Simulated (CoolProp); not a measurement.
Vapour-liquid equilibrium of carbon dioxide (1) + CHF3 (R23) (2) at 240.6 K; x and y are mole fractions of (1).

Computed with CoolProp (multi-fluid Helmholtz-energy mixture model, Span 1996 and Penoncello 2003; pair parameters Bell 2016).

```
x     bubble pressure (kPa)  y at the bubble point  dew pressure at overall composition x (kPa)  liquid density (mol/L)
----  ---------------------  ---------------------  -------------------------------------------  ----------------------
0.05                  950.1             (withheld)                                        941.8                   17.86
0.15                   1003                  0.204                                        981.1                   18.38
0.25             (withheld)                  0.323                                   (withheld)                   18.93
0.35                   1103                  0.431                                         1066                   19.52
0.45                   1147                  0.529                                         1111                   20.15
0.55                   1187                  0.620                                         1156                   20.83
0.65                   1223                  0.705                                         1200                   21.56
0.75                   1254                  0.788                                         1241                   22.36
0.85                   1281                  0.870                                         1275                   23.23
0.95                   1301                  0.955                                         1300                   24.18
```

Question: Complete the blanks.

Answer: 
- 0.05, y at the bubble point: 0.072
- 0.25, bubble pressure (kPa): 1055
- 0.25, dew pressure at overall composition x (kPa): 1023

No azeotrope shows between x = 0.05 and 0.95.

Pair parameters are fitted to limited data, so mixtures are less certain than the pure fluids.
